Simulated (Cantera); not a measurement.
Mixture: C₂H₄ : O₂ : N₂ : H₂O = 1 : 6.52 : 24.5 : 1.6 (molar parts), equivalence ratio 0.46, at 5.00 bar, adiabatic and at constant volume. Ignition delay is the time to a rise of 400 K.

Computed with Cantera and GRI-Mech 3.0 (53 species, 325 reactions). GRI-Mech 3.0 was tuned for natural gas; its chemistry of ethylene as a main component is partial and can be far from experiment.

Q: What does this change do: pressure from 5.00 bar to 37.0 bar?

A: 
```csv
quantity,before,after
delay at 1248 K,0.227 ms,0.179 ms
delay at 1348 K,37.2 µs,43.6 µs
delay at 1448 K,14.4 µs,11.5 µs
delay at 1548 K,8.13 µs,3.60 µs
delay at 1648 K,5.33 µs,1.53 µs
delay at 1748 K,3.78 µs,0.839 µs
apparent activation energy between 1548 and 1748 K,86 kJ/mol,160 kJ/mol
```
The pressure lies above the range GRI-Mech 3.0 was tuned for (to about 10 atm).
